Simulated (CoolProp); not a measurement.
Vapour-liquid equilibrium of CH2F2 (R32) (1) + fluoroethane (R161) (2) at 0.781 bar; x and y are mole fractions of (1).

Model: multi-fluid Helmholtz-energy mixture model, Tillner-Roth 1997 and Wu 2012; pair parameters Bell 2016, in CoolProp.

Problem. Give the bubble temperature and the first vapour's composition at x = 0.125, 0.275, 0.5. Is there an azeotrope?

Solution. x = 0.125: 226.8 K, y = 0.248; x = 0.275: 224.0 K, y = 0.447; x = 0.5: 221.0 K, y = 0.657. No azeotrope shows between x = 0.05 and 0.95.

Pair parameters are fitted to limited data, so mixtures are less certain than the pure fluids.
